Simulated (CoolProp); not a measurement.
Aqueous potassium acetate as a coolant, 6 % by mass, freezing at -2.5 °C, 1 atm.

Computed with CoolProp (Melinder's fits for secondary coolants).

```json
[
 {"T (°C)": "-0.6", "viscosity (mPa s)": "2.10", "Prandtl number": "15.2", "cp (kJ/(kg K))": "3.951", "density (kg/m³)": "1036"},
 {"T (°C)": "3.9", "viscosity (mPa s)": "1.81", "Prandtl number": "12.9", "cp (kJ/(kg K))": "3.950", "density (kg/m³)": "1035"},
 {"T (°C)": "8.4", "viscosity (mPa s)": "1.58", "Prandtl number": "11.1", "cp (kJ/(kg K))": "3.951", "density (kg/m³)": "1034"},
 {"T (°C)": "12.8", "viscosity (mPa s)": "1.39", "Prandtl number": "9.70", "cp (kJ/(kg K))": "3.952", "density (kg/m³)": "1033"},
 {"T (°C)": "17.3", "viscosity (mPa s)": "1.24", "Prandtl number": "8.52", "cp (kJ/(kg K))": "3.954", "density (kg/m³)": "1032"},
 {"T (°C)": "21.8", "viscosity (mPa s)": "1.11", "Prandtl number": "7.55", "cp (kJ/(kg K))": "3.957", "density (kg/m³)": "1031"},
 {"T (°C)": "26.3", "viscosity (mPa s)": "1.00", "Prandtl number": "6.74", "cp (kJ/(kg K))": "3.959", "density (kg/m³)": "1030"},
 {"T (°C)": "30.8", "viscosity (mPa s)": "0.909", "Prandtl number": "6.06", "cp (kJ/(kg K))": "3.962", "density (kg/m³)": "1029"}
]
```
